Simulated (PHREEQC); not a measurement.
1 kg of water holding 0.5 mol NaCl, 0.17 mol KCl and 0.081 mol MgCl2 is evaporated at 25 °C; the solids stay in contact with the brine. The system is closed to CO2. Solids allowed: Bischofite, Brucite, Carnallite, Halite, Sylvite, MgCl2_4H2O. Others were left out.

Model: Pitzer model, pitzer.dat, run in PHREEQC.

| water left (kg) | ionic strength | water activity | Halite (mol) | Sylvite (mol) |
|---|---|---|---|---|
| 1 | 0.913 | 0.974 | 0 | 0 |
| 0.6755 | 1.35 | 0.961 | 0 | 0 |
| 0.5552 | 1.64 | (withheld) | 0 | 0 |
| 0.375 | 2.43 | 0.927 | 0 | 0 |
| 0.2533 | 3.60 | 0.886 | 0 | 0 |
| 0.2082 | 4.38 | 0.857 | 0 | 0 |
| 0.1407 | 6.49 | 0.771 | 0 | 0 |
| 0.09502 | 8.13 | 0.708 | 0.140 | 0 |
| 0.07809 | 8.34 | (withheld) | (withheld) | 0.0355 |
| 0.05275 | (withheld) | 0.689 | 0.352 | 0.0898 |
| 0.04335 | 9.36 | 0.677 | 0.397 | 0.110 |
| 0.0293 | 10.7 | 0.630 | 0.459 | 0.141 |
| 0.01979 | 13.3 | 0.516 | (withheld) | 0.160 |
| 0.01359 | 13.4 | 0.511 | 0.494 | 0.138 |
| 0.004046 | 13.4 | 0.511 | 0.498 | 0.104 |

Task: Some entries are withheld; supply them.

Result: 
- 0.5552, water activity: 0.952
- 0.07809, water activity: 0.703
- 0.07809, Halite (mol): 0.226
- 0.05275, ionic strength: 8.94
- 0.01979, Halite (mol): 0.491

Species that the database lacks are ignored.
